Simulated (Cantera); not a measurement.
Charge: 1 mol PH₃, 0.18 mol H₂, held at 0.133 bar.

Method: chemical equilibrium by Gibbs-energy minimisation in Cantera with the NASA 1993 tables (ideal gas, pure condensed phases). Candidate condensed phases: P; 7 gas species. The numbers say what is thermodynamically allowed, not how fast it happens. All values below are at 2873 K.

Base state: H₂ 0.560, H 0.215, P₂ 0.175, P 0.0456, PH 0.00380 (mole fractions); condensed: gas only.

Q: What changes in the equilibrium state with this change: pressure from 0.133 bar to 0.000240 bar?

A: 
```json
[
 {"species": "H", "before": "0.215", "after": "0.761"},
 {"species": "P", "before": "0.0456", "after": "0.219"},
 {"species": "H₂", "before": "0.560", "after": "0.0126"},
 {"species": "P₂", "before": "0.175", "after": "0.00727"},
 {"species": "PH", "before": "0.00380", "after": "0.000116"}
]
```
